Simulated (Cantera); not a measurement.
An isothermal, constant-pressure homogeneous reactor starts with NH₃ : H₂ = 1 : 5.5 (molar parts), at 1498 K and 0.0320 bar.

Computed with Cantera and the gas-phase N/H chemistry of the illustrative SiF4/NH3 mechanism in the Surface Chemkin manual (1991). Walls and surfaces, which speed up NH3 decomposition in real reactors, are not modelled.

x: mole fraction; the columns are a selection and need not sum to one.

```csv
t (s),x NH₃,x H₂,x H,x NH,x NH₂,x N,x N₂
0.000900,0.154,0.846,4.37e-8,<1e-12,1.77e-8,<1e-12,<1e-12
0.00251,0.154,0.846,1.22e-7,<1e-12,4.91e-8,<1e-12,<1e-12
0.00700,0.154,0.846,3.41e-7,5.31e-12,1.37e-7,<1e-12,3.99e-12
0.0195,0.154,0.846,9.51e-7,4.15e-11,3.81e-7,<1e-12,1.11e-10
0.0545,0.154,0.846,2.65e-6,3.23e-10,1.06e-6,<1e-12,2.67e-9
0.152,0.154,0.846,7.38e-6,…,2.96e-6,1.84e-11,6.21e-8
0.424,0.154,0.846,2.00e-5,…,8.02e-6,3.65e-10,1.45e-6
1.18,0.154,0.846,4.11e-5,…,1.65e-5,3.14e-9,2.66e-5
3.30,0.153,0.846,4.54e-5,9.39e-8,1.81e-5,4.20e-9,0.000164
9.21,0.153,0.847,4.55e-5,9.37e-8,1.81e-5,4.20e-9,0.000559
25.7,0.150,0.848,4.58e-5,9.29e-8,1.78e-5,4.19e-9,0.00164
71.7,0.143,0.852,4.65e-5,9.09e-8,1.72e-5,4.15e-9,0.00452
200,0.127,0.861,4.85e-5,8.58e-8,1.58e-5,4.04e-9,0.0116
```

**Question.** Some entries are withheld; supply them.

**Answer.** 
- 0.152, x NH: 2.50e-9
- 0.424, x NH: 1.84e-8
- 1.18, x NH: 7.73e-8
